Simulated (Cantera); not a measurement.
Charge: 1 mol Pb, 1.1 mol CO, 6 mol H2, at 0.100 bar.

Method: chemical equilibrium by Gibbs-energy minimisation in Cantera with the NASA 1993 tables (ideal gas, pure condensed phases). Candidate condensed phases: C, C6H6, C7H8, C8H18, H2O, Pb, PbO, PbO2, Pb3O4; 113 gas species. The numbers say what is thermodynamically allowed, not how fast it happens.

### Question
At 1150 K, list the 5 most abundant gas species with their mole fractions, and the condensed phases.

### Answer
H2 0.841, CO 0.154, Pb 0.00290, CH4 0.00108, H2O 0.000933. Condensed: Pb(l).
